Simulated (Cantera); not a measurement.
Input: 1 mol trisilylamine, 2.8 mol NH3, 2.6 mol N2, at 1575 K.

Equilibrium computed with Cantera from the NASA thermochemical tables; the gas is ideal and each condensed phase is pure. Candidate condensed phases: Si, Si3N4; 18 gas species. The feed counts by its element totals alone. The numbers say what is thermodynamically allowed, not how fast it happens.

Task: At 0.330 bar, list the 3 most abundant gas species with their mole fractions, and the condensed phases.

Result: H2 0.777, N2 0.223, H 6.38e-5. Condensed: Si3N4(s).
